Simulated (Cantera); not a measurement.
## Ignition delay

Mixture: CO : H₂ : CH₄ : O₂ : N₂ = 1 : 0.45 : 0.081 : 0.887 : 5.32 (molar parts), at 645 Torr, adiabatic and at constant pressure. Ignition delay is the time to a rise of 400 K.

Computed with Cantera and GRI-Mech 3.0 (53 species, 325 reactions). Where the delays flatten at high temperature, the 400 K rule measures the pace of heat release, not the induction time.

```tsv
T0 (K)	delay (ms)
1225	0.144
1325	0.0997
1425	0.0797
1525	0.0714
1625	0.0705
1725	0.0747
1825	0.0826
1925	0.0936
2025	0.108
```
